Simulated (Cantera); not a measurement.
Standard-state values (1 bar) from the NASA 1993 polynomials, evaluated with Cantera. Values are per mole of reaction as written; species without (g) are pure solids or liquids, kept so even where they would boil at 1 bar.

2 N2O(g) + Ti3O5 → 3 TiO(g) + 4 NO(g)

```tsv
T (K)	ΔH° (kJ)	ΔS° (J/K)	ΔG° (kJ)	log10 K
573	2799.2	917.6	2273.4	-207.24
648	2795.2	911.0	2204.8	-177.73
723	?	?	?	?
798	2786.5	899.0	2069.1	-135.44
873	2781.8	893.4	2001.9	-119.78
948	2776.8	887.9	1935.1	-106.62
1023	?	?	?	?
1098	2766.1	877.4	1802.7	-85.76
1173	2760.3	872.3	1737.1	-77.35
1248	?	?	?	?
1323	2747.9	862.4	1607.0	-63.45
```

Q: What belongs in the gaps?

A: 
- 723, ΔH° (kJ): 2791.0
- 723, ΔS° (J/K): 904.9
- 723, ΔG° (kJ): 2136.8
- 723, log10 K: -154.37
- 1023, ΔH° (kJ): 2771.6
- 1023, ΔS° (J/K): 882.6
- 1023, ΔG° (kJ): 1868.7
- 1023, log10 K: -95.41
- 1248, ΔH° (kJ): 2754.2
- 1248, ΔS° (J/K): 867.3
- 1248, ΔG° (kJ): 1671.9
- 1248, log10 K: -69.97
